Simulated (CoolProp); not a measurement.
Vapour-liquid equilibrium of carbon dioxide (1) + ethane (2) at 263.4 K; x and y are mole fractions of (1).

The numbers come from the multi-fluid Helmholtz-energy mixture model, Span 1996 and Bücker 2006; pair parameters Kunz 2012 in CoolProp.

```json
[
 {"x": "0.05", "bubble pressure (kPa)": "2046", "y at the bubble point": "0.104", "dew pressure at overall composition x (kPa)": "1952", "liquid density (mol/L)": "14.14"},
 {"x": "0.15", "bubble pressure (kPa)": "2352", "y at the bubble point": "0.261", "dew pressure at overall composition x (kPa)": "2130", "liquid density (mol/L)": "14.37"},
 {"x": "0.25", "bubble pressure (kPa)": "2599", "y at the bubble point": "0.375", "dew pressure at overall composition x (kPa)": "2329", "liquid density (mol/L)": "14.65"},
 {"x": "0.35", "bubble pressure (kPa)": "2790", "y at the bubble point": "0.464", "dew pressure at overall composition x (kPa)": "2544", "liquid density (mol/L)": "15.01"},
 {"x": "0.45", "bubble pressure (kPa)": "2928", "y at the bubble point": "0.537", "dew pressure at overall composition x (kPa)": "(withheld)", "liquid density (mol/L)": "(withheld)"},
 {"x": "0.55", "bubble pressure (kPa)": "3019", "y at the bubble point": "0.603", "dew pressure at overall composition x (kPa)": "2949", "liquid density (mol/L)": "(withheld)"},
 {"x": "0.65", "bubble pressure (kPa)": "3062", "y at the bubble point": "0.665", "dew pressure at overall composition x (kPa)": "3056", "liquid density (mol/L)": "17.04"},
 {"x": "0.75", "bubble pressure (kPa)": "3057", "y at the bubble point": "0.730", "dew pressure at overall composition x (kPa)": "3045", "liquid density (mol/L)": "18.18"},
 {"x": "0.85", "bubble pressure (kPa)": "2988", "y at the bubble point": "0.807", "dew pressure at overall composition x (kPa)": "2929", "liquid density (mol/L)": "19.60"},
 {"x": "0.95", "bubble pressure (kPa)": "(withheld)", "y at the bubble point": "0.918", "dew pressure at overall composition x (kPa)": "2759", "liquid density (mol/L)": "21.32"}
]
```

### Question
What belongs in the gaps?

### Answer

- 0.45, dew pressure at overall composition x (kPa): 2762
- 0.45, liquid density (mol/L): 15.51
- 0.55, liquid density (mol/L): 16.17
- 0.95, bubble pressure (kPa): 2817

y crosses x between x = 0.65 and 0.75: the model has an azeotrope there.

The pair parameters rest on a limited set of measurements; away from them the model extrapolates.
